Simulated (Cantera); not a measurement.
An adiabatic, constant-pressure homogeneous reactor starts with 15.2 % CH₃OH, 17.9 % O₂, 67.0 % N₂, at 1750 K and 7050 Torr.

Computed with Cantera and GRI-Mech 3.0 (53 species, 325 reactions). GRI-Mech 3.0 was tuned for natural gas; its chemistry of methanol as a main component is partial and can be far from experiment. Above 3000 K some thermodynamic fits are extrapolated.

Task: Predict: time of steepest temperature rise; temperature at 3.00 s; equilibrium temperature; x(O₂) at 3.00 s.

Result: 
* **time of steepest temperature rise**: 4.25 µs
* **temperature at 3.00 s**: 2989 K
* **equilibrium temperature**: 2989 K
* **x(O₂) at 3.00 s**: 0.00637 (gas-phase equilibrium 0.00637)
